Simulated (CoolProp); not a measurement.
Properties of hydrogen sulfide along the isotherm 760 K (Tc = 373.1 K, pc = 8.999 MPa, ω = 0.101).

The numbers come from the reference Helmholtz-energy equation of state, Lemmon 2006 in CoolProp. It is a short technical equation, of lower accuracy than the large ones.

```csv
p (MPa),phase,density (kg/m³),speed of sound (m/s),Joule-Thomson coefficient (K/MPa)
0.0711,gas,0.3835,480.9,2.149
0.12,gas,0.6474,480.9,2.148
0.203,gas,1.095,480.9,2.146
0.342,gas,1.846,481.0,2.142
0.577,gas,3.115,481.0,2.136
0.974,gas,5.263,481.1,2.126
1.64,gas,8.872,481.3,2.110
2.77,gas,15.01,481.7,2.081
4.68,gas,25.44,482.6,2.034
7.9,gas,43.13,484.6,1.952
13.3,supercritical,73.00,489.3,1.813
22.5,supercritical,123.9,501.2,1.569
```
